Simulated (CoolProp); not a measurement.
A simple Rankine cycle with benzene: condensing at 333.15 K, boiler at 0.469 MPa, turbine inlet 562.8 K, turbine efficiency 0.6, pump efficiency 0.6, no recuperator. Each further row changes one setting.

Computed with CoolProp (reference Helmholtz-energy equation of state, Thol 2012).

```json
[
 {"case": "as stated", "thermal efficiency (%)": "9.3", "net work (kJ/kg)": "72.0", "heat in (kJ/kg)": "772", "turbine exit temperature (K)": "521.5", "volume ratio over the turbine": "8.56"},
 {"case": "turbine inlet 582.8 K", "thermal efficiency (%)": "9.2", "net work (kJ/kg)": "74.9", "heat in (kJ/kg)": "812", "turbine exit temperature (K)": "541.3", "volume ratio over the turbine": "8.55"},
 {"case": "condensing temperature 325.15 K", "thermal efficiency (%)": "10.3", "net work (kJ/kg)": "?", "heat in (kJ/kg)": "?", "turbine exit temperature (K)": "?", "volume ratio over the turbine": "11.4"},
 {"case": "boiler pressure 0.328 MPa", "thermal efficiency (%)": "?", "net work (kJ/kg)": "61.4", "heat in (kJ/kg)": "774", "turbine exit temperature (K)": "528.5", "volume ratio over the turbine": "6.01"},
 {"case": "turbine efficiency 0.5", "thermal efficiency (%)": "7.8", "net work (kJ/kg)": "59.9", "heat in (kJ/kg)": "772", "turbine exit temperature (K)": "528.0", "volume ratio over the turbine": "8.67"}
]
```

Q: Fill in the missing entries.

A: 
- condensing temperature 325.15 K, net work (kJ/kg): 81.1
- condensing temperature 325.15 K, heat in (kJ/kg): 786
- condensing temperature 325.15 K, turbine exit temperature (K): 516.4
- boiler pressure 0.328 MPa, thermal efficiency (%): 7.9
